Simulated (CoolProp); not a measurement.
Properties of carbon monoxide along the isotherm -123.95 °C (Tc = -140.3 °C, pc = 3.498 MPa, ω = 0.050).

Values from CoolProp's reference Helmholtz-energy equation of state, Lemmon 2006. It is a short technical equation, of lower accuracy than the large ones.

| p (MPa) | phase | Z | cp (kJ/(kg K)) | speed of sound (m/s) | isothermal compressibility (1/MPa) | expansivity (1/kK) |
|---|---|---|---|---|---|---|
| 0.0553 | gas | 0.9963 | 1.045 | 248.6 | 18.15 | 6.779 |
| 0.0834 | gas | 0.9943 | 1.048 | 248.3 | 12.06 | 6.818 |
| 0.126 | gas | 0.9915 | 1.052 | 248.0 | 8.005 | 6.878 |
| 0.19 | gas | 0.9871 | 1.059 | 247.5 | 5.333 | 6.971 |
| 0.286 | gas | 0.9805 | 1.070 | 246.7 | 3.567 | 7.114 |
| 0.432 | gas | 0.9704 | 1.086 | 245.5 | 2.387 | 7.340 |
| 0.652 | gas | 0.9549 | 1.114 | 243.7 | 1.608 | 7.706 |
| 0.984 | gas | 0.9310 | 1.160 | 241.1 | 1.094 | 8.320 |
| 1.48 | gas | 0.8941 | 1.241 | 237.1 | 0.7607 | 9.409 |
| 2.24 | gas | 0.8342 | 1.410 | 231.2 | 0.5447 | 11.63 |
| 3.38 | gas | 0.7344 | 1.843 | 223.2 | 0.4232 | 17.18 |
| 5.09 | supercritical | 0.5584 | 3.622 | 219.2 | 0.3893 | 37.95 |
| 7.69 | supercritical | 0.4368 | 3.757 | 303.8 | 0.1091 | 28.61 |
| 11.6 | supercritical | 0.5297 | 2.564 | 426.7 | 0.03124 | 13.08 |
| 17.5 | supercritical | 0.7068 | 2.142 | 536.9 | 0.01449 | 8.154 |

The peak of cp marks the crossing from liquid-like to gas-like fluid above the critical point.
